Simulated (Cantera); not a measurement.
Input (Python, Cantera) and output of one run.

```python
import numpy as np
import cantera as ct

gas_names = """
    C CO CO2 C2 C2O C3 C3O2 C4 C5 Ca CaO Ca2 O O2 O3
""".split()
cond_names = """
    C(gr) Ca(a) Ca(b) Ca(L) CaCO3(caL) CaO(s) CaO(L)
""".split()


# ... load() reads the species with a 1 bar reference pressure and builds the phases ...
atoms = {
    'CaCO3': {'Ca': 1, 'C': 1, 'O': 3},
    'O2': {'O': 2},
}
top_T = {'C(gr)': 4500}  # K; cautious upper limits of use, not melting points


# ... equilibrate(T, P, feed) seeds the gas with the atoms and calls Mixture.equilibrate('TP', solver="vcs", rtol=1e-11, max_steps=5000) ...
results = []
feed = {'CaCO3': 1, 'O2': 18}  # mol
T = 1025  # K
P = 101325  # Pa
mix = equilibrate(T, P, feed)
results.append((T, P, feed, dict(zip(mix.species_names, mix.species_moles))))
print(gas.report(threshold=1e-05))
for i in range(1, mix.n_phases):
    print(f"{mix.phase(i).name:16s} {mix.phase_moles(i):12.5e} mol")
```

Output:

```
       temperature   1025 K
          pressure   1.0132e+05 Pa
           density   0.38795 kg/m^3
  mean mol. weight   32.63 kg/kmol
   phase of matter   gas

                          1 kg             1 kmol
                     ---------------   ---------------
          enthalpy        1.0596e+05        3.4574e+06  J
   internal energy       -1.5522e+05       -5.0649e+06  J
           entropy            7582.9        2.4743e+05  J/K
    Gibbs function       -7.6665e+06       -2.5016e+08  J
 heat capacity c_p            1103.4             36003  J/K
 heat capacity c_v            848.57             27689  J/K

                      mass frac. Y      mole frac. X     chem. pot. / RT
                     ---------------   ---------------   ---------------
               CO2          0.070985          0.052632           -77.576
                O2           0.92901           0.94737           -26.674
     [  +13 minor]        1.8343e-10        3.4054e-10

C(gr)             0.00000e+00 mol
Ca(b)             0.00000e+00 mol
CaCO3(caL)        0.00000e+00 mol
CaO(s)            1.00000e+00 mol
```

Cantera equilibrium calculation (NASA polynomials, part measured and part estimated; ideal gas, pure solids and liquids).
